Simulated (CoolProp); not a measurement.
Vapour-liquid equilibrium of fluoroethane (R161) (1) + R227EA (2) at 325.1 K; x and y are mole fractions of (1).

Model: multi-fluid Helmholtz-energy mixture model, Wu 2012 and Lemmon 2016; pair parameters Bell 2016, in CoolProp.

```
x      bubble pressure, mixture model (MPa)  bubble pressure, Raoult's law (MPa)  y, mixture model  y, Raoult's law
-----  ------------------------------------  -----------------------------------  ----------------  ---------------
0.05                                      ?                                1.006             0.054            0.090
0.125                                0.9824                                1.069             0.145            0.212
0.2                                   1.010                                1.133             0.244            0.320
0.275                                 1.050                                1.196             0.345            0.416
0.35                                  1.101                                1.260             0.443            0.503
0.425                                 1.162                                1.324                 ?            0.582
0.5                                   1.231                                1.387             0.622            0.653
0.575                                 1.308                                1.451                 ?            0.718
0.65                                  1.389                                1.514             0.768            0.777
0.725                                     ?                                1.578             0.828            0.832
0.8                                   1.564                                1.642             0.882            0.883
0.875                                 1.655                                1.705             0.930            0.929
0.95                                  1.748                                1.769             0.973            0.973
```

**Question.** Complete the blanks.

**Answer.** 
- 0.05, bubble pressure, mixture model (MPa): 0.9670
- 0.425, y, mixture model: 0.537
- 0.575, y, mixture model: 0.699
- 0.725, bubble pressure, mixture model (MPa): 1.475

The largest gap from Raoult's law is -12.6 % in bubble pressure, at x = 0.35. No azeotrope shows between x = 0.05 and 0.95.

Pair parameters are fitted to limited data, so mixtures are less certain than the pure fluids.
